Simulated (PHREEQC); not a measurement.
**Nickel, zinc or cadmium bath: an equilibrium model**

Solution (25 °C): 0.029 mol/kgw CdCl2, 0.0049 mol/kgw H3BO3 and 0.13 mol/kgw NiCl2. Closed to the air; pH follows from the charge balance.

All values are PHREEQC results (ion-association model, wateq4f.dat), not measurements.

Each row changes one thing in this solution. Precipitation was switched off in this run.

```tsv
case	pH	ionic strength (mol/kgw)	Cl- (mol/kgw)	Ni+2 (mol/kgw)	NiCl+ (mol/kgw)	CdCl+ (mol/kgw)	SI of Ni(OH)2 (Ni(OH)2)	SI of CdOHCl (CdOHCl)
as made	5.46	0.360	0.250	0.106	0.0173	0.0170	-1.40	-1.95
CdCl2 from 0.029 to 0.0261 mol/kgw	5.47	0.357	0.248	0.106	0.0172	0.0154	-1.39	-1.98
H3BO3 left out	5.54	0.360	0.250	0.106	0.0173	0.0170	-1.24	-1.86
diluted 2-fold with water	5.59	0.195	0.135	0.0577	0.00583	0.00923	-1.37	-2.07
H3BO3 from 0.0049 to 0.00245 mol/kgw	5.50	0.360	0.250	0.106	0.0173	0.0170	-1.33	-1.91
H3BO3 from 0.0049 to 0.049 mol/kgw	5.17	0.360	0.250	0.106	0.0173	0.0170	-1.99	-2.24
```

Species that the database lacks are ignored.
